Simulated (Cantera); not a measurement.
**Catalytic combustion on Pt**

An isothermal plug-flow reactor at 1050 K and 1.70 bar (inlet), inlet velocity 3 m/s, active area per volume 9700 1/m; feed 0.636 % CH₄, 20.9 % O₂, 78.5 % N₂.

Detailed kinetics in Cantera: Deutschmann's 1995 Pt surface mechanism with GRI-Mech 3.0 gas chemistry. Catalytic surfaces can have several steady states; this one follows from the mechanism file's or the stated starting coverage. Mass transfer to the wall is taken as infinitely fast.

| z (m) | x CH₄ | x O₂ | x H₂O | x CO₂ | x CO | θ free Pt | θ O* | θ OH* |
|---|---|---|---|---|---|---|---|---|
| 8.4e-05 | 0.00626 | 0.208 | 0.000208 | 0.000101 | 3.27e-6 | 0.185 | 0.815 | 0.000313 |
| 0.00018 | 0.00614 | 0.208 | 0.000441 | 0.000217 | 3.35e-6 | 0.184 | 0.815 | 0.000429 |
| 0.00039 | 0.00589 | 0.208 | 0.000937 | 0.000465 | 3.22e-6 | 0.185 | 0.815 | 0.000606 |
| 0.00084 | 0.00539 | 0.207 | 0.00193 | 0.000963 | 2.95e-6 | 0.185 | 0.815 | 0.000857 |
| 0.0018 | 0.00446 | 0.205 | 0.00379 | 0.00189 | 2.44e-6 | 0.185 | 0.814 | 0.00119 |
| 0.0039 | 0.00294 | 0.202 | 0.00682 | 0.00340 | 1.61e-6 | 0.185 | 0.813 | 0.00159 |
| 0.0084 | 0.00120 | 0.198 | 0.0103 | 0.00514 | 6.61e-7 | 0.186 | 0.812 | 0.00196 |
x: gas mole fraction; θ: surface coverage.
